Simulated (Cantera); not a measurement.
Charge: 1 mol N2O, 0.06 mol SO2, 0.66 mol O2, at 2277 °C and 3.00 mbar.

These are equilibrium values from Cantera (NASA tables, ideal gas, pure condensed phases), not measurements of a reactor. Candidate condensed phases: S; 17 gas species. Equilibrium is a limit: real reactors are often held back by kinetics, nucleation or transport.

Base state: N2 0.392, O2 0.359, O 0.202, NO 0.0231, SO2 0.0196, SO 0.00442, S 0.000245 (mole fractions); condensed: gas only.

Q: What changes in the equilibrium state with this change: SO2 from 0.06 to 0.0061 mol?

A: 
```tsv
species	before	after
N2	0.392	0.403
O2	0.359	0.367
O	0.202	0.204
SO2	0.0196	0.00205
NO	0.0231	0.0237
S	0.000245	2.51e-5
SO	0.00442	0.000456
```
